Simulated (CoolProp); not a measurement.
Saturation properties of methanol (Tc = 513.4 K, pc = 8216 kPa, ω = 0.565).

The numbers come from the reference Helmholtz-energy equation of state, de Reuck 1993 in CoolProp.

```
T (K)  p (kPa)  liquid density (kg/m³)  liquid viscosity (µPa s)
-----  -------  ----------------------  ------------------------
315.5    39.59                   769.9                       428
329.1    71.72                   756.8                       361
342.6    122.8                   743.4                       308
356.2    201.7                   729.4                       265
369.7    317.0                   714.8                       231
383.2    480.9                   699.4                       202
396.8    709.1                   682.7                       177
410.3     1014                   664.8                       155
423.9     1419                   645.1                       137
437.4     1936                   623.3                       120
450.9     2592                   598.7                       105
464.5     3412                   570.2                      91.0
```

It boils at 337.6 K under 1 atm.

Viscosity comes from a separate model (Xiang 2006).
